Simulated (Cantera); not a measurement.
A closed system holds: 1 mol Al, 28 mol N2O, 5.2 mol N2, held at 32.0 Pa.

Cantera equilibrium calculation (NASA polynomials, part measured and part estimated; ideal gas, pure solids and liquids). Candidate condensed phases: Al, AlN, Al2O3; 16 gas species. Kinetics and transport are ignored.

At 1073 K, list the 3 most abundant gas species with their mole fractions, and the condensed phases.

N2 0.715, O2 0.285, NO 7.34e-5. Condensed: Al2O3(s).
